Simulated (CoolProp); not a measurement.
A closed Brayton cycle with dry air: compressor inlet 324.15 K and 1.3 MPa, high pressure 3.24 MPa, turbine inlet 670 K, compressor efficiency 0.85, turbine efficiency 0.93, recuperator effectiveness 0.95 (on enthalpy, no pinch check). Each further row changes one setting.

The numbers come from the reference Helmholtz-energy equation of state, Lemmon 2000 in CoolProp. It is a pseudo-pure fit of the blend.

```
case                           thermal efficiency (%)  net work (kJ/kg)  compressor to turbine work  compressor exit (K)  turbine exit (K)
-----------------------------  ----------------------  ----------------  --------------------------  -------------------  ----------------
as stated                                        20.4              31.1                        0.79                437.7             532.1
turbine inlet 620 K                              14.4              20.0                        0.85                437.7             491.2
compressor inlet 334.15 K                        18.2              27.5                        0.81                451.0             532.1
high pressure 2.75 MPa                           23.3              30.4                        0.75                415.1             554.7
recuperator effectiveness 0.5                    15.9              31.1                        0.79                437.7             532.1
```
